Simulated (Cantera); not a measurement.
Input: 1 mol MgO, 0.68 mol H2S, 8.3 mol N2, at 1350 K and 13300 Pa.

Cantera equilibrium calculation (NASA polynomials, part measured and part estimated; ideal gas, pure solids and liquids). Candidate condensed phases: H2O, H2SO4, Mg, MgO, Mg(OH)2, MgS, MgSO4, S; 43 gas species. Mutual solubility and eutectic melting of coexisting phases are not modelled. The numbers say what is thermodynamically allowed, not how fast it happens.

What is the equilibrium state?

x(N2): 0.902
x(H2): 0.0486
x(S2): 0.0242
x(H2S): 0.0225
x(H2O): 0.00266
x(SH): 0.000287
x(S): 2.51e-6
x(S2O): 1.71e-6
x(SO): 1.70e-6
n(MgO(s)): 0.975 mol
n(MgS(s)): 0.0245 mol
gas amount: 9.204 mol
log10 activity of S(l) (absent): -2.28
log10 activity of Mg(l) (absent): -9.56
